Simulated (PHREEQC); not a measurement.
Dissolve 0.0057 mol TMAH and 0.21 mol NaH2PO4 per kg of water at 20 °C. Closed to the air; pH follows from the charge balance.

Model: ion-association model, phreeqc.dat, run in PHREEQC.

No solid was allowed to form.

Task: Predict the pH, density.

Result: pH 5.22; density 1.017 g/cm³.

Task: In which forms is P present?

Result: H2PO4- 97 %, HPO4-2 2.5 % of the P.

Complexes and solids missing from the database can't appear. (CH3)4N+ isn't in the database: it is added as a free cation with an ion size of 4 Å.
